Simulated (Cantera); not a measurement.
# Low-pressure radical oxidation in H2/O2

An isothermal, constant-pressure homogeneous reactor starts with H₂ : O₂ = 0.01 : 1 (molar parts), at 1248 K and 2670 Pa.

Model: the H2/O2 subset of GRI-Mech 3.0, which has no nitrogen chemistry, integrated in Cantera. Radical loss at walls, strong at low pressure, is not modelled.

```
t (s)         x H₂   x O₂       x H     x H₂O    x H₂O₂
--------  --------  -----  --------  --------  --------
2.00e-5    0.00990  0.990  5.23e-10  1.65e-11    <1e-12
7.76e-5    0.00990  0.990   1.00e-9  5.53e-10    <1e-12
0.000301   0.00990  0.990   3.36e-9   1.48e-8  4.60e-12
0.00117    0.00990  0.990   1.57e-7   1.61e-6  6.77e-11
0.00454   0.000308  0.981  0.000525   0.00866   6.99e-8
0.0176     3.35e-5  0.983  0.000267   0.00934   3.19e-8
0.0684     1.70e-5  0.986   9.50e-5   0.00958   2.80e-8
0.265      3.71e-6  0.989   9.58e-6   0.00980   1.70e-8
1.03       4.25e-7  0.990   3.75e-7   0.00990   5.21e-9
4.00       4.70e-8  0.990   1.40e-8   0.00993  9.64e-10
```
x: mole fraction; the columns are a selection and need not sum to one.

Equilibrium at this temperature and pressure: H₂ 2.05e-9, O₂ 0.990, H 1.30e-10, H₂O 0.00995, H₂O₂ 5.86e-11 (gas phase only).
